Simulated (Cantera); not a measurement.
**B + H2O + N2 (boron, boron nitride and boron oxide)**

Feed: 1 mol B, 0.16 mol H2O, 0.15 mol N2, held at 90.0 Torr.

Equilibrium computed with Cantera from the NASA thermochemical tables; the gas is ideal and each condensed phase is pure. Candidate condensed phases: B, BN, B2O3, B3O3H3, H2O; 39 gas species. N2 is the only nitrogen source here; it is nearly inert below about 1500 K, so the nitride shown seldom forms there in practice. Mutual solubility and eutectic melting of coexisting phases are not modelled. The tables' values for BH2 are old estimates; treat these amounts as uncertain. The numbers say what is thermodynamically allowed, not how fast it happens.

```tsv
T (K)	x H2	x HBO	x B2O2	x B2O3	x BO	n B(s)	n BN(s)	n B2O3(l)
1150	0.998	6.92e-5	1.25e-7	1.39e-8	7.26e-10	0.593	0.300	0.0530
1250	0.997	0.000389	2.57e-6	3.67e-7	2.15e-8	0.593	0.300	0.0529
1350	0.996	0.00168	3.32e-5	5.86e-6	3.83e-7	0.593	0.300	0.0529
1450	0.991	0.00587	0.000298	6.26e-5	4.52e-6	0.593	0.300	0.0526
1550	0.977	0.0172	0.00198	0.000486	3.85e-5	0.592	0.300	0.0517
1650	0.939	0.0435	0.0104	0.00290	0.000251	0.589	0.300	0.0488
1750	0.839	0.0947	0.0447	0.0140	0.00131	0.582	0.300	0.0390
1850	0.597	0.167	0.163	0.0561	0.00568	0.555	0.300	8.39e-5
1950	0.579	0.186	0.175	0.0384	0.0123	0.551	0.300	0
2050	0.561	0.199	0.179	0.0254	0.0241	0.548	0.299	0
```
x: gas mole fraction; n: condensed amount in mol.

From 1150 K to 1850 K the condensed part is B(s) + BN(s) + B2O3(l). From 1950 K to 2050 K the condensed part is B(s) + BN(s). The main B-bearing gas is B3O3H3 at 1150 K and B2O2 at 2050 K.
